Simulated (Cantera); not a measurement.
Feed: 1 mol CH₂F₂, 1.2 mol HCl, 0.72 mol H₂, at 10.0 mbar.

Method: chemical equilibrium by Gibbs-energy minimisation in Cantera with the NASA 1993 tables (ideal gas, pure condensed phases). Candidate condensed phases: C, C₆H₆, C₇H₈, C₈H₁₈; 118 gas species. Kinetics and transport are ignored.

x: gas mole fraction; n: condensed amount in mol.

| T (°C) | x HF | x HCl | x H₂ | x Cl | x H | x C₂H₂ (acetylene) | n C(graphite) |
|---|---|---|---|---|---|---|---|
| 775 | 0.510 | 0.306 | 0.184 | 5.04e-8 | 3.31e-8 | 7.23e-10 | 1.000 |
| 925 | 0.510 | 0.306 | 0.184 | ? | ? | ? | 1.000 |
| 1075 | 0.510 | 0.306 | 0.184 | 1.38e-5 | 9.92e-6 | 2.21e-7 | 1.000 |
| 1225 | 0.510 | 0.306 | 0.184 | ? | ? | ? | 1.000 |
| 1375 | 0.510 | 0.305 | 0.184 | 0.000498 | 0.000382 | 8.21e-6 | 1.000 |
| 1525 | 0.509 | 0.304 | 0.184 | 0.00191 | 0.00151 | 3.17e-5 | 1.000 |
| 1675 | 0.507 | 0.299 | 0.183 | 0.00591 | 0.00484 | 9.87e-5 | 0.999 |
| 1825 | 0.503 | 0.287 | 0.182 | 0.0152 | 0.0131 | 0.000260 | 0.998 |
| 1975 | 0.494 | 0.263 | 0.178 | 0.0331 | 0.0310 | 0.000591 | 0.995 |

Q: Complete the blanks.

A: 
- 1225, x Cl: 9.89e-5
- 1225, x H: 7.36e-5
- 1225, x C₂H₂ (acetylene): 1.62e-6
- 925, x Cl: 1.18e-6
- 925, x H: 8.15e-7
- 925, x C₂H₂ (acetylene): 1.82e-8
